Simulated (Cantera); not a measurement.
## Thermodynamics of iron carbonyl, mercury and lead vapours, feed HgO + H2

A closed system holds: 1 mol HgO, a varied amount of H2, equilibrated at 973.15 K and 1.00 bar.

Method: chemical equilibrium by Gibbs-energy minimisation in Cantera with the NASA 1993 tables (ideal gas, pure condensed phases). Candidate condensed phases: H2O, Hg, HgO; 10 gas species. Equilibrium is a limit: real reactors are often held back by kinetics, nucleation or transport.

```tsv
n(H2) (mol)	log p Hg	log p H2	log p H2O	log p O2
0.16	-0.20	-11.12	-0.99	-0.58
0.61	-0.26	-10.40	-0.47	-0.97
1	-0.30	-7.04	-0.30	-7.35
1.5	-0.40	-0.70	-0.40	<-12
1.9	-0.46	-0.51	-0.46	<-12
2.4	-0.53	-0.39	-0.53	<-12
2.8	-0.58	-0.32	-0.58	<-12
3.3	-0.63	-0.27	-0.63	<-12
3.7	-0.67	-0.24	-0.67	<-12
```
log p: log10 of the partial pressure in bar; nothing condenses.

From 0.16 mol H2 to 3.7 mol H2 nothing is condensed. The main Hg-bearing gas is Hg throughout.
